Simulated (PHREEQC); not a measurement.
# Hard or scaling water: speciation

Solution (20 °C): 0.0089 mol CaSO4, 0.14 mol Na2SO4 and 0.0021 mol NaCl per kg of water. Closed to the air; pH follows from the charge balance.

Computed with PHREEQC (Pitzer model, pitzer.dat).

Precipitation was switched off in this run.

Q: Estimate the activity of water.

A: activity of water 0.994.

Species that the database lacks are ignored.
